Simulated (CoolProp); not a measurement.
Saturation properties of n-heptane.

The numbers come from the reference Helmholtz-energy equation of state, Span 2003 in CoolProp. It is a short technical equation, of lower accuracy than the large ones.

```json
[
 {"T (°C)": "25.15", "p (kPa)": "6.137", "liquid density (kg/m³)": "679.4", "enthalpy of vaporisation (kJ/kg)": "365.0"},
 {"T (°C)": "35.35", "p (kPa)": "9.995", "liquid density (kg/m³)": "670.7", "enthalpy of vaporisation (kJ/kg)": "358.7"},
 {"T (°C)": "45.55", "p (kPa)": "15.68", "liquid density (kg/m³)": "661.9", "enthalpy of vaporisation (kJ/kg)": "352.3"},
 {"T (°C)": "55.85", "p (kPa)": "23.88", "liquid density (kg/m³)": "653.0", "enthalpy of vaporisation (kJ/kg)": "345.7"},
 {"T (°C)": "66.05", "p (kPa)": "35.14", "liquid density (kg/m³)": "644.0", "enthalpy of vaporisation (kJ/kg)": "339.1"},
 {"T (°C)": "76.25", "p (kPa)": "50.34", "liquid density (kg/m³)": "634.8", "enthalpy of vaporisation (kJ/kg)": "332.3"},
 {"T (°C)": "86.45", "p (kPa)": "70.38", "liquid density (kg/m³)": "625.4", "enthalpy of vaporisation (kJ/kg)": "325.3"},
 {"T (°C)": "96.65", "p (kPa)": "96.27", "liquid density (kg/m³)": "615.9", "enthalpy of vaporisation (kJ/kg)": "318.1"},
 {"T (°C)": "106.85", "p (kPa)": "129.1", "liquid density (kg/m³)": "606.1", "enthalpy of vaporisation (kJ/kg)": "310.7"},
 {"T (°C)": "117.05", "p (kPa)": "170.1", "liquid density (kg/m³)": "596.0", "enthalpy of vaporisation (kJ/kg)": "302.9"},
 {"T (°C)": "127.35", "p (kPa)": "221.0", "liquid density (kg/m³)": "585.5", "enthalpy of vaporisation (kJ/kg)": "294.7"},
 {"T (°C)": "137.55", "p (kPa)": "282.2", "liquid density (kg/m³)": "574.8", "enthalpy of vaporisation (kJ/kg)": "286.1"}
]
```

It boils at 98.4 °C under 1 atm.
